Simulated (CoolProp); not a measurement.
The fluid at 396.39 K and 0.415 MPa is throttled through a valve to 0.174 MPa with no heat exchange. The same conditions are run with several fluids, on thermodynamics alone (safety and materials aside).

The numbers come from the reference Helmholtz-energy equation of state of each fluid (octamethyltrisiloxane (MDM): Thol 2017; decamethylcyclopentasiloxane (D5): Thol 2019; n-undecane: Aleksandrov 2011; dodecamethylpentasiloxane (MD3M): Thol 2019; n-nonane: Lemmon 2006) in CoolProp.

Task: Rank octamethyltrisiloxane (MDM), decamethylcyclopentasiloxane (D5), n-undecane, dodecamethylpentasiloxane (MD3M), n-nonane by final density (kg/m³), highest first.

Result: decamethylcyclopentasiloxane (D5) (848), dodecamethylpentasiloxane (MD3M) (774), octamethyltrisiloxane (MDM) (711), n-undecane (661), n-nonane (634)
